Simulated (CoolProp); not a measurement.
The fluid at 298.15 K and 16.8 MPa (supercritical) is heated at constant pressure to 309.9 K. The same conditions are run with several fluids, on thermodynamics alone (safety and materials aside).

Model: reference Helmholtz-energy equation of state of each fluid (oxygen: Schmidt 1985; nitrogen: Span 2000; dry air: Lemmon 2000; ethylene: Smukala 2000; C2F6 (R116): Lemmon 2006), in CoolProp. Blends and air are pseudo-pure fits.

Rank oxygen, nitrogen, dry air, ethylene, C2F6 (R116) by heat (kJ/kg), highest first.

ethylene (36.0), nitrogen (14.9), dry air (14.6), oxygen (13.9), C2F6 (R116) (13.0)

| fluid | final density (kg/m³) |
|---|---|
| oxygen | 218 |
| nitrogen | 175 |
| dry air | 185 |
| ethylene | 362 |
| C2F6 (R116) | 1210 |

Above 300 K oxygen's equation is extrapolated.
